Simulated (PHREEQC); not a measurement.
Consider water at 25 °C with 55 mmol/kgw HF, 0.34 mmol/kgw H2SiF6, 8.9 mmol/kgw H3BO3 and 0.17 mmol/kgw H2SO4. Closed to the air; pH follows from the charge balance.

All values are PHREEQC results (ion-association model, phreeqc.dat), not measurements.

Each row changes one thing in this solution. No solid was allowed to form.

| case | pH | ionic strength (mol/kgw) | HF (mol/kgw) | F- (mol/kgw) | BF3OH- (mol/kgw) | SO4-2 (mol/kgw) | SI of Quartz (SiO2) |
|---|---|---|---|---|---|---|---|
| as made | 1.99 | 0.0117 | 0.0182 | 0.00133 | 0.000176 | 9.88e-5 | -4.34 |
| H3BO3 replaced by Na2B4O7 at the same molality | 3.39 | 0.0187 | 0.00144 | 0.00271 | 0.00247 | 0.000158 | -0.61 |
| H3BO3 from 0.0089 to 0.00801 mol/kgw | 2.01 | 0.0112 | 0.0213 | 0.00163 | 0.000136 | 0.000101 | -4.79 |
| HF replaced by (CH3)4NF at the same molality | 5.68 | … | 0.000131 | 0.0527 | 0.000138 | 0.000170 | +0.38 |
| 0.0017 mol/kgw HNO3 added | … | 0.0132 | 0.0183 | 0.00119 | 0.000174 | 9.44e-5 | -4.27 |
| HF left out | … | 0.00125 | 0.000748 | 0.000497 | 5.01e-5 | … | +0.50 |
| H2SO4 from 0.00017 to 3.4e-05 mol/kgw | 2.00 | 0.0114 | 0.0181 | 0.00135 | 0.000176 | 1.99e-5 | -4.35 |

### Question
Complete the blanks.

### Answer

- HF replaced by (CH3)4NF at the same molality, ionic strength (mol/kgw): 0.0553
- 0.0017 mol/kgw HNO3 added, pH: 1.94
- HF left out, pH: 2.98
- HF left out, SO4-2 (mol/kgw): 0.000156

Some of these states are supersaturated (in Quartz (slow to form), Chalcedony (slow to form), for instance). SiF6-2 is the database's only silicon fluoride. Real BF4- forms and hydrolyses slowly; the run takes it at equilibrium.
